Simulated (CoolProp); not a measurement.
Vapour pressure (kPa) of ammonia: the reference equation beside estimates from Tc = 132.4 °C, pc = 11360 kPa, ω = 0.256. Clausius-Clapeyron is anchored at 46.95 °C with a constant enthalpy of vaporisation of 18.16 kJ/mol.

The numbers come from the reference Helmholtz-energy equation of state, Gao 2020 in CoolProp.

| T (°C) | reference | Clausius-Clapeyron | Peng-Robinson |
|---|---|---|---|
| 34.15 | 1317 | ? | 1316 |
| 38.45 | 1489 | 1558 | 1489 |
| 42.65 | 1672 | 1710 | 1673 |
| 46.95 | 1877 | 1877 | 1879 |
| 51.25 | 2100 | ? | 2103 |
| 55.55 | 2342 | ? | ? |
| 59.75 | 2599 | 2440 | 2605 |
| 64.05 | 2882 | 2653 | 2891 |
| 68.35 | 3189 | 2878 | ? |
| 72.65 | 3519 | 3116 | ? |
| 76.85 | 3865 | 3362 | 3883 |
| 81.15 | 4246 | 3626 | 4267 |

Q: What belongs in the gaps?

A: 
- 34.15, Clausius-Clapeyron: 1412
- 51.25, Clausius-Clapeyron: 2054
- 55.55, Clausius-Clapeyron: 2243
- 55.55, Peng-Robinson: 2347
- 68.35, Peng-Robinson: 3200
- 72.65, Peng-Robinson: 3533

Absolute difference from the reference over all 12 rows, mean and median: Clausius-Clapeyron 7.0 and 6.7 %, Peng-Robinson 0.2 and 0.2 %.
